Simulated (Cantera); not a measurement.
Thermodynamics of metals in furnace atmospheres, feed Fe + O2 + N2

Feed: 1 mol Fe, 0.02 mol O2, 15 mol N2, at 0.623 Torr.

Method: chemical equilibrium by Gibbs-energy minimisation in Cantera with the NASA 1993 tables (ideal gas, pure condensed phases). Candidate condensed phases: Fe, FeO, Fe2O3, Fe3O4; 11 gas species. Mutual solubility and eutectic melting of coexisting phases are not modelled. The tables' stoichiometric FeO is somewhat more stable than real wüstite, so its field is too wide. FeO: taken at fixed stoichiometry. Kinetics and transport are ignored.

| T (K) | log p N2 | log p Fe | n Fe(α) | n FeO(s) | n Fe(γ) |
|---|---|---|---|---|---|
| 900 | -3.08 | <-15 | 0.960 | 0.0400 | 0 |
| 925 | -3.08 | <-15 | 0.960 | 0.0400 | 0 |
| 950 | -3.08 | -14.95 | 0.960 | 0.0400 | 0 |
| 975 | -3.08 | -14.37 | 0.960 | 0.0400 | 0 |
| 1000 | -3.08 | -13.83 | 0.960 | 0.0400 | 0 |
| 1025 | -3.08 | -13.31 | 0.960 | 0.0400 | 0 |
| 1050 | -3.08 | -12.81 | 0.960 | 0.0400 | 0 |
| 1075 | -3.08 | -12.35 | 0.960 | 0.0400 | 0 |
| 1100 | -3.08 | -11.90 | 0.960 | 0.0400 | 0 |
| 1125 | -3.08 | -11.47 | 0.960 | 0.0400 | 0 |
| 1150 | -3.08 | -11.07 | 0.960 | 0.0400 | 0 |
| 1175 | -3.08 | -10.68 | 0.960 | 0.0400 | 0 |
| 1200 | -3.08 | -10.30 | 0 | 0.0400 | 0.960 |
| 1225 | -3.08 | -9.95 | 0 | 0.0400 | 0.960 |
log p: log10 of the partial pressure in bar; n: condensed amount in mol.

From 900 K to 1175 K the condensed part is Fe(α) + FeO(s). From 1200 K to 1225 K the condensed part is Fe(γ) + FeO(s).
